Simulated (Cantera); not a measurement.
**Equilibrium for nitride etching: BN + NF₃**

Charge: 1 mol BN, 4.4 mol NF₃, equilibrated at 1202 °C and 10.0 mbar.

Method: chemical equilibrium by Gibbs-energy minimisation in Cantera with the NASA 1993 tables (ideal gas, pure condensed phases). Candidate condensed phases: B, BN; 13 gas species. The numbers say what is thermodynamically allowed, not how fast it happens.

The x(F) is 0.733 and the x(N₂) is 0.194. The x(BF₃) is 0.0720 and the x(F₂) comes out as 0.000906. The gas amount is 13.89 mol and the log10 activity of B(s) (absent) comes out as -32.61.
